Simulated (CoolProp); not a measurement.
Vapour-liquid equilibrium of diethyl ether (1) + n-hexane (2) at 106.75 °C; x and y are mole fractions of (1).

Model: multi-fluid Helmholtz-energy mixture model, Thol 2014 and Thol 2019; pair parameters Bell 2016, in CoolProp.

```
x      bubble pressure (MPa)  y at the bubble point  dew pressure at overall composition x (MPa)  liquid density (mol/L)
-----  ---------------------  ---------------------  -------------------------------------------  ----------------------
0.05                  0.3207                  0.125                                       0.3029                   6.711
0.125                 0.3611                  0.271                                       0.3207                   6.798
0.2                   0.3990                  0.384                                       0.3405                   6.888
0.275                 0.4351                  0.478                                       0.3624                   6.981
0.35                  0.4698                  0.557                                       0.3868                   7.078
0.425                 0.5036                  0.626                                       0.4141                   7.178
0.5                   0.5369                  0.687                                       0.4445                   7.282
0.575                 0.5700                  0.744                                       0.4785                   7.390
0.65                  0.6030                  0.796                                       0.5165                   7.502
0.725                 0.6362                  0.844                                       0.5588                   7.618
0.8                   0.6697                  0.890                                       0.6060                   7.737
0.875                 0.7036                  0.933                                       0.6587                   7.862
0.95                  0.7380                  0.974                                       0.7177                   7.990
```

No azeotrope shows between x = 0.05 and 0.95.

The pair parameters rest on a limited set of measurements; away from them the model extrapolates.
